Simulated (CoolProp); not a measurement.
Properties of fluorine along the isobar 13.4 MPa.

Values from CoolProp's reference Helmholtz-energy equation of state, de Reuck 1990.

```tsv
T (°C)	phase	density (kg/m³)	cp (kJ/(kg K))	speed of sound (m/s)	expansivity (1/kK)
-146.05	liquid	1233	1.621	572.8	6.933
-121.35	supercritical	976.6	2.019	(withheld)	13.24
-96.65	supercritical	611.7	(withheld)	257.8	21.07
-71.95	supercritical	408.4	1.516	253.7	(withheld)
-47.25	supercritical	319.3	1.213	269.3	8.138
-22.55	supercritical	268.6	1.071	285.7	6.077
2.15	supercritical	(withheld)	0.9972	300.8	4.909
26.85	supercritical	210.0	0.9566	314.5	(withheld)
```

Task: Complete the blanks.

Result: 
- -121.35, speed of sound (m/s): 377.7
- -96.65, cp (kJ/(kg K)): 2.266
- -71.95, expansivity (1/kK): 12.34
- 2.15, density (kg/m³): 234.8
- 26.85, expansivity (1/kK): 4.166

The peak of cp marks the crossing from liquid-like to gas-like fluid above the critical point.
